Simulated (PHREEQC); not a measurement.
# Spent oxide etchant: speciation

A solution holds 0.0023 mol HF, 0.0016 mol H2SiF6 and 0.027 mol HNO3 per kg of water, at 30 °C. Closed to the air; pH follows from the charge balance.

Computed with PHREEQC (ion-association model, wateq4f.dat).

Each row changes one thing in this solution. Precipitation was switched off in this run.

```tsv
case	pH	ionic strength (mol/kgw)	HF (mol/kgw)	H4SiO4 (mol/kgw)	F- (mol/kgw)	H2F2 (mol/kgw)	SI of Chalcedony (SiO2)
as made	1.59	0.0305	0.00498	0.000489	0.000141	5.42e-5	+0.19
H2SiF6 from 0.0016 to 0.00016 mol/kgw	1.62	0.0272	0.00302	0.000142	9.16e-5	1.99e-5	-0.35
H2SiF6 from 0.0016 to 0.016 mol/kgw	1.32	0.0721	0.00795	___	0.000131	0.000140	+0.51
HNO3 from 0.027 to 0.0135 mol/kgw	1.84	0.0173	0.00441	0.000402	0.000214	4.24e-5	+0.10
HF from 0.0023 to 0.00046 mol/kgw	1.60	___	0.00449	0.000709	0.000129	4.41e-5	+0.35
diluted 100-fold with water	3.47	0.000347	4.20e-5	1.60e-5	7.70e-5	3.84e-9	___
temperature from 30 to 5 °C	1.58	0.0315	0.00285	0.000127	0.000121	4.25e-5	-0.09
```

Question: What belongs in the gaps?

Answer: 
- H2SiF6 from 0.0016 to 0.016 mol/kgw, H4SiO4 (mol/kgw): 0.00101
- HF from 0.0023 to 0.00046 mol/kgw, ionic strength (mol/kgw): 0.0298
- diluted 100-fold with water, SI of Chalcedony (SiO2): -1.30

Species that the database lacks are ignored. Some of these states are supersaturated (in Quartz (slow to form), Chalcedony (slow to form), for instance). Constants without temperature data keep their 25 °C values here. SiF6-2 is the database's only silicon fluoride.
